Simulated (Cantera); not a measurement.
# Thermodynamics of sublimation and decomposition of ceramics, feed TiC + C + H₂

Input: 1 mol TiC, 0.91 mol C, 2.9 mol H₂, held at 0.290 bar.

Method: chemical equilibrium by Gibbs-energy minimisation in Cantera with the NASA 1993 tables (ideal gas, pure condensed phases). Candidate condensed phases: C, C₆H₆, C₇H₈, C₈H₁₈, Ti, TiC; 77 gas species. TiC: taken at fixed stoichiometry. Equilibrium is a limit: real reactors are often held back by kinetics, nucleation or transport.

| T (°C) | x H₂ | x H | x C₂H₂ (acetylene) | x C₂H | n C(graphite) | n TiC(s) |
|---|---|---|---|---|---|---|
| 1402 | 0.999 | 0.000216 | 5.80e-5 | 6.20e-11 | 0.909 | 1.00 |
| 1502 | 0.999 | 0.000537 | 0.000142 | 6.02e-10 | 0.908 | 1.00 |
| 1602 | 0.998 | 0.00122 | 0.000316 | 4.58e-9 | 0.908 | 1.00 |
| 1702 | 0.997 | 0.00254 | 0.000647 | 2.83e-8 | 0.906 | 1.00 |
| 1802 | 0.994 | 0.00493 | 0.00123 | 1.46e-7 | 0.902 | 1.00 |
| 1902 | 0.989 | 0.00901 | 0.00221 | 6.49e-7 | 0.897 | 1.00 |
| 2002 | 0.981 | 0.0156 | 0.00373 | 2.52e-6 | 0.888 | 1.000 |
| 2102 | 0.968 | 0.0258 | 0.00601 | 8.68e-6 | 0.874 | 1.000 |
| 2202 | 0.950 | 0.0407 | 0.00924 | 2.70e-5 | 0.854 | 1.000 |
| 2302 | 0.924 | 0.0618 | 0.0136 | 7.62e-5 | 0.827 | 1.000 |
| 2402 | 0.890 | 0.0905 | 0.0192 | 0.000198 | 0.790 | 1.000 |
| 2502 | 0.845 | 0.128 | 0.0259 | 0.000474 | 0.741 | 1.000 |
x: gas mole fraction; n: condensed amount in mol.

From 1402 °C to 2502 °C the condensed part is C(graphite) + TiC(s).
